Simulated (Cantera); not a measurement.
Input (Python, Cantera):

```python
import numpy as np
import cantera as ct

gas = ct.Solution("h2o2.yaml")
gas.TPX = 848, 83000, {'H2': 0.56, 'O2': 1, 'N2': 1.8}
inlet = ct.Reservoir(gas, clone=True)

reactor = ct.IdealGasConstPressureReactor(gas, energy="off", clone=False)
exhaust = ct.Reservoir(gas, clone=True)
tau = [26, 12, 5.1, 2.2, 0.98, 0.43, 0.19, 0.084, 0.037, 0.016, 0.0071][0]
for a, b in ((inlet, reactor), (reactor, exhaust)):
    ct.MassFlowController(a, b, mdot=lambda t: reactor.mass / tau)
net = ct.ReactorNet([reactor])
show = ['H2', 'O2', 'H2O', 'O', 'H', 'H2O2']

rows = []
print(f"{'tau/s':>10s}{'T/K':>9s}" + "".join(f"{s:>11s}" for s in show))
for tau in [26, 12, 5.1, 2.2, 0.98, 0.43, 0.19, 0.084, 0.037, 0.016, 0.0071]:
    net.initial_time = 0.0
    net.advance(30 * tau)
    before = gas.X
    net.advance(40 * tau)
    drift = np.max(np.abs(gas.X - before) / (gas.X + 1e-9))
    rows.append([gas.T, *gas[show].X, drift])
    print(f"{tau:10.3e}{gas.T:9.1f}" + "".join(f"{x:11.3e}" for x in gas[show].X))
```

Result:

```
     tau/s      T/K         H2         O2        H2O          O          H       H2O2
 2.600e+01    848.0  5.798e-02  2.557e-01  1.179e-01  5.063e-09  8.774e-09  7.177e-04
 1.200e+01    848.0  9.630e-02  2.703e-01  7.583e-02  5.312e-09  1.389e-08  1.010e-03
 5.100e+00    848.0  1.334e-01  2.844e-01  3.533e-02  5.478e-09  1.827e-08  1.100e-03
 2.200e+00    848.0  1.549e-01  2.927e-01  1.209e-02  4.720e-09  1.727e-08  8.661e-04
 9.800e-01    848.0  1.645e-01  2.967e-01  2.046e-03  2.127e-09  7.882e-09  3.400e-04
 4.300e-01    848.0  1.666e-01  2.976e-01  8.239e-05  2.465e-10  9.023e-10  3.083e-05
 1.900e-01    848.0  1.667e-01  2.976e-01  4.257e-06  3.798e-11  1.386e-10  2.966e-06
 8.400e-02    848.0  1.667e-01  2.976e-01  1.593e-07  4.419e-12  1.612e-11  1.570e-07
 3.700e-02    848.0  1.667e-01  2.976e-01  1.241e-08  9.758e-13  3.559e-12  1.206e-08
 1.600e-02    848.0  1.667e-01  2.976e-01  2.762e-09  5.556e-13  2.027e-12  1.853e-09
 7.100e-03    848.0  1.667e-01  2.976e-01  9.300e-10  4.345e-13  1.586e-12  3.449e-10
```

Cantera simulation using the H2/O2 subset of GRI-Mech 3.0, which has no nitrogen chemistry; the numbers are that mechanism's predictions, not measurements. Below about 950 K walls govern HO2 and H2O2 in real vessels. The temperature is held fixed by assumption; the heat of reaction is taken as removed at once.
